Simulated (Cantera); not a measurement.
**Premixed flame**

A freely propagating, adiabatic, planar premixed flame of CH₄ : H₂ : O₂ : N₂ = 1 : 0.36 : 2.18 : 8.2 (molar parts), equivalence ratio 1.0, unburnt at 700 K and 158 Torr; multicomponent+Soret transport, grid criteria slope 0.08 and curve 0.16, no radiation.

Model: GRI-Mech 3.0 (53 species, 325 reactions), integrated in Cantera. Burning velocities carry a grid error of a few per cent, more on coarse grids.

```
z (mm)  T (K)  u (m/s)    x CH₄    x H₂    x O₂    x CH₂    x C₂H₂      x OH
------  -----  -------  -------  ------  ------  -------  --------  --------
-3.43     700     2.82   0.0852  0.0306   0.186    <1e-8     <1e-8     <1e-8
-2.28     701     2.83   0.0851  0.0305   0.186    <1e-8     <1e-8   1.28e-7
-1.71     704     2.84   0.0849  0.0305   0.186    <1e-8   2.25e-8   1.21e-6
-1.14     734     2.96   0.0827  0.0306   0.184  2.19e-8   4.92e-7   1.21e-5
-0.571    989     4.03   0.0655  0.0342   0.166  1.37e-6   1.28e-5  0.000128
-0.285   1350     5.58   0.0385  0.0382   0.129  2.33e-5   5.72e-5  0.000851
0        1725     7.23   0.0109  0.0372  0.0812  7.43e-5  0.000120   0.00375
0.285    1892     7.98  0.00125  0.0292  0.0493  2.62e-5   3.59e-5   0.00854
0.571    1929     8.13  7.77e-5  0.0235  0.0360  2.10e-6   2.20e-6    0.0114
1.14     1952     8.20  3.39e-7  0.0216  0.0290    <1e-8     <1e-8    0.0128
2.28     1979     8.28    <1e-8  0.0221  0.0264    <1e-8     <1e-8    0.0132
4.57     2016     8.41    <1e-8  0.0217  0.0251    <1e-8     <1e-8    0.0133
9.14     2071     8.61    <1e-8  0.0204  0.0236    <1e-8     <1e-8    0.0133
```
x: mole fraction of selected species; z is measured from the peak of heat release.

| Quantity | Result |
|---|---|
| laminar burning velocity | 282 cm/s |
| thermal thickness | 1.14 mm |
| peak x(CH₂) | 7.43e-5 |
| peak x(C₂H₂) | 0.000121 |
| peak x(OH) | 0.0133 |
| grid points | 166 |
